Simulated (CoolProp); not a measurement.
A Linde-Hampson liquefier for CF4 (R14): isothermal reversible compression at 300 K from 1 atm to 5 MPa, throttling to 1 atm, return gas leaving the recuperator 2 K below the feed. Each further row changes one setting.

The numbers come from the reference Helmholtz-energy equation of state, Platzer 1990 in CoolProp. This equation is an older, rougher fit; its heat capacities, sound speeds and derivatives of the liquid may be far off and weren't checked against measurements.

```tsv
case	liquid yield per pass	compression work (kJ/kg of gas)
as stated	?	106
high pressure 10 MPa	?	121
warm-end temperature 330 K	?	?
warm-end gap 7 K	?	106
```

Task: Fill in the missing entries.

Result: 
- as stated, liquid yield per pass: 0.084
- high pressure 10 MPa, liquid yield per pass: 0.180
- warm-end temperature 330 K, liquid yield per pass: 0.060
- warm-end temperature 330 K, compression work (kJ/kg of gas): 118
- warm-end gap 7 K, liquid yield per pass: 0.069
